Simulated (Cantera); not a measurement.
A closed system holds: 1 mol Fe, 0.0035 mol O2, 1.8 mol CO, held at 750 Torr.

Cantera equilibrium calculation (NASA polynomials, part measured and part estimated; ideal gas, pure solids and liquids). Candidate condensed phases: C, Fe, Fe(CO)5, FeO, Fe2O3, Fe3O4; 15 gas species. The tables' stoichiometric FeO is somewhat more stable than real wüstite, so its field is too wide. FeO: taken at fixed stoichiometry. Condensed phases not in the tables: cementite and carbon dissolved in iron. The numbers say what is thermodynamically allowed, not how fast it happens.

x: gas mole fraction; n: condensed amount in mol.

```json
[
 {"T (K)": "1023", "x CO": "0.782", "x CO2": "0.218", "n C(graphite)": "1.14", "n FeO(s)": "1.00", "n Fe(α)": "0", "n Fe(γ)": "0"},
 {"T (K)": "1048", "x CO": "0.843", "x CO2": "0.157", "n C(graphite)": "0.239", "n FeO(s)": "0", "n Fe(α)": "1.00", "n Fe(γ)": "0"},
 {"T (K)": "1073", "x CO": "0.889", "x CO2": "0.111", "n C(graphite)": "0.174", "n FeO(s)": "0", "n Fe(α)": "1.00", "n Fe(γ)": "0"},
 {"T (K)": "1098", "x CO": "0.922", "x CO2": "…", "n C(graphite)": "…", "n FeO(s)": "0", "n Fe(α)": "1.00", "n Fe(γ)": "0"},
 {"T (K)": "1123", "x CO": "0.946", "x CO2": "0.0540", "n C(graphite)": "0.0856", "n FeO(s)": "0", "n Fe(α)": "1.00", "n Fe(γ)": "0"},
 {"T (K)": "1148", "x CO": "0.962", "x CO2": "…", "n C(graphite)": "…", "n FeO(s)": "0", "n Fe(α)": "1.00", "n Fe(γ)": "0"},
 {"T (K)": "1173", "x CO": "0.974", "x CO2": "0.0264", "n C(graphite)": "0.0395", "n FeO(s)": "0", "n Fe(α)": "1.00", "n Fe(γ)": "0"},
 {"T (K)": "1198", "x CO": "0.981", "x CO2": "0.0187", "n C(graphite)": "0.0262", "n FeO(s)": "0", "n Fe(α)": "0", "n Fe(γ)": "1.00"}
]
```

Task: Fill in the missing entries.

Result: 
- 1148, x CO2: 0.0377
- 1148, n C(graphite): 0.0586
- 1098, x CO2: 0.0777
- 1098, n C(graphite): 0.123
